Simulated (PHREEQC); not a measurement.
# Reverse-osmosis permeate: speciation

Model water analysis in mg/kgw, 70 °C, pH 5.9, pe 11.2:

```tsv
constituent	mg/kgw
Na	1.96
K	0.681
Ca	5.52
Mg	1.06
Cl	2.01
S(6) as SO4	9.47
Alkalinity as HCO3	13.8
Br	0.0167
Pb	0.108
B	0.0109
Cu(2)	0.00542
```

Valence states are taken as typed.

The numbers come from PHREEQC with the ion-association model, phreeqc.dat.

Each row changes one thing in this solution. Precipitation was switched off in this run.

```csv
case,CO2 (mol/kgw),HCO3- (mol/kgw),SO4-2 (mol/kgw),Mg+2 (mol/kgw),Pb+2 (mol/kgw),Cu+2 (mol/kgw),SI of Pb(OH)2 (Pb(OH)2),SI of Cerussite (PbCO3)
as made,0.000561,0.000227,9.42e-5,4.15e-5,3.69e-7,7.11e-8,-1.50,-1.72
pH from 5.9 to 5.5 at the same alkalinity,0.00142,0.000229,9.42e-5,4.15e-5,4.04e-7,7.42e-8,-2.26,-2.07
temperature from 70 to 55 °C at the same typed pH,0.000534,0.000227,9.49e-5,4.20e-5,3.72e-7,7.14e-8,-1.90,-1.60
Cl from 2.01 to 4.02 mg/kgw,0.000561,0.000227,9.42e-5,4.15e-5,3.68e-7,7.11e-8,-1.50,-1.72
all concentrations times 3 at the same typed pH,0.00163,0.000673,0.000266,0.000117,7.54e-7,1.71e-7,-1.23,-0.98
```

Complexes and solids missing from the database can't appear. Away from 25 °C the constants follow the database's enthalpies or fits; those with neither stay at their 25 °C values.
